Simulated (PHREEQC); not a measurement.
**Acid rinse or clean: an equilibrium model**

Solution (25 °C): 0.054 mol/kgw HCl, 0.014 mol/kgw FeCl3 and 0.24 mol/kgw MgCl2. Closed to the air; pH follows from the charge balance.

Model: ion-association model, phreeqc.dat, run in PHREEQC.

Each row changes one thing in this solution. No solid was allowed to form.

| case | pH | ionic strength (mol/kgw) | FeCl+2 (mol/kgw) | FeCl2+ (mol/kgw) | Fe+3 (mol/kgw) | FeOH+2 (mol/kgw) | SI of Goethite (FeOOH) | SI of Hematite (Fe2O3) |
|---|---|---|---|---|---|---|---|---|
| as made | 1.39 | 0.815 | 0.00830 | 0.00358 | 0.00193 | 0.000124 | +1.32 | +4.65 |
| FeCl3 from 0.014 to 0.07 mol/kgw | 1.39 | 0.969 | 0.0411 | 0.0197 | 0.00823 | 0.000526 | +1.92 | +5.85 |
| diluted 10-fold with water | 2.31 | 0.0837 | 0.000369 | 3.68e-5 | 0.000568 | 0.000364 | +3.98 | +9.96 |
| FeCl3 from 0.014 to 0.021 mol/kgw | 1.39 | 0.835 | 0.0124 | 0.00544 | 0.00284 | 0.000182 | +1.48 | +4.98 |
| temperature from 25 to 35 °C | 1.39 | 0.815 | 0.00928 | 0.00286 | 0.00162 | 0.000182 | +1.58 | +5.21 |
| temperature from 25 to 10 °C | 1.39 | 0.814 | 0.00656 | 0.00483 | 0.00246 | 6.31e-5 | +0.88 | +3.70 |

The ionic strength passes 0.7 mol/kgw, the rough limit of the ion-association models, in as made; FeCl3 from 0.014 to 0.07 mol/kgw; FeCl3 from 0.014 to 0.021 mol/kgw; temperature from 25 to 35 °C; temperature from 25 to 10 °C. Complexes and solids missing from the database can't appear. Some of these states are supersaturated (in Hematite (slow to form), Goethite (slow to form), for instance). Away from 25 °C the constants follow the database's enthalpies or fits; those with neither stay at their 25 °C values.
